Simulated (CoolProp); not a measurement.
Vapour-liquid equilibrium of n-heptane (1) + ethylbenzene (2) at 94.55 °C; x and y are mole fractions of (1).

Model: multi-fluid Helmholtz-energy mixture model, Span 2003 and Zhou 2012; pair parameters Bell 2016, in CoolProp.

| x | bubble pressure (kPa) | y at the bubble point | dew pressure at overall composition x (kPa) | liquid density (mol/L) |
|---|---|---|---|---|
| 0.05 | 33.09 | 0.179 | 29.63 | 7.457 |
| 0.125 | 39.41 | 0.360 | 31.55 | 7.339 |
| 0.2 | 45.12 | 0.482 | 33.72 | 7.225 |
| 0.275 | 50.34 | 0.573 | 36.19 | 7.113 |
| 0.35 | 55.18 | 0.644 | 39.02 | 7.004 |
| 0.425 | 59.72 | 0.702 | 42.28 | 6.897 |
| 0.5 | 64.02 | 0.752 | 46.07 | 6.794 |
| 0.575 | 68.16 | 0.796 | 50.48 | 6.692 |
| 0.65 | 72.17 | 0.836 | 55.64 | 6.594 |
| 0.725 | 76.11 | 0.874 | 61.63 | 6.498 |
| 0.8 | 80.00 | 0.909 | 68.52 | 6.404 |
| 0.875 | 83.89 | 0.944 | 76.23 | 6.313 |
| 0.95 | 87.79 | 0.978 | 84.60 | 6.224 |

No azeotrope shows between x = 0.05 and 0.95.

Pair parameters are fitted to limited data, so mixtures are less certain than the pure fluids.
